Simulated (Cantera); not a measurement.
## Thermodynamics of silicon epitaxy and polysilicon growth, feed SiCl₄ + H₂

Charge: 1 mol SiCl₄, 62 mol H₂, equilibrated at 13.3 mbar.

These are equilibrium values from Cantera (NASA tables, ideal gas, pure condensed phases), not measurements of a reactor. Candidate condensed phases: Si; 19 gas species. The tables' values for SiCl₃, SiCl are old estimates; treat these amounts as uncertain. Gases not in the tables: Si₂H₆ and higher silanes. The numbers say what is thermodynamically allowed, not how fast it happens.

From 1100 K to 1650 K the condensed part is Si(s). From 1700 K to 1750 K the condensed part is Si(l). The main Si-bearing gas is SiCl₄ at 1100 K and SiCl₂ at 1750 K.

| T (K) | log p H₂ | log p HCl | log p SiCl₂ | log p SiCl₄ | n Si(s) | n Si(l) |
|---|---|---|---|---|---|---|
| 1100 | -1.89 | -3.35 | -4.49 | -4.26 | 0.417 | 0 |
| 1150 | -1.90 | -3.27 | -4.30 | -4.53 | 0.490 | 0 |
| 1200 | -1.90 | -3.23 | -4.18 | -4.88 | 0.532 | 0 |
| 1250 | -1.90 | -3.21 | -4.11 | -5.28 | 0.547 | 0 |
| 1300 | -1.90 | -3.20 | -4.07 | -5.70 | 0.547 | 0 |
| 1350 | -1.90 | -3.20 | -4.04 | -6.11 | 0.540 | 0 |
| 1400 | -1.90 | -3.20 | -4.03 | -6.50 | 0.531 | 0 |
| 1450 | -1.90 | -3.20 | -4.01 | -6.87 | 0.521 | 0 |
| 1500 | -1.90 | -3.20 | -4.00 | -7.21 | 0.510 | 0 |
| 1550 | -1.90 | -3.21 | -3.99 | -7.53 | 0.500 | 0 |
| 1600 | -1.90 | -3.21 | -3.98 | -7.83 | 0.489 | 0 |
| 1650 | -1.90 | -3.21 | -3.97 | -8.12 | 0.479 | 0 |
| 1700 | -1.90 | -3.21 | -3.97 | -8.39 | 0 | 0.473 |
| 1750 | -1.90 | -3.21 | -3.99 | -8.65 | 0 | 0.490 |
log p: log10 of the partial pressure in bar; n: condensed amount in mol.
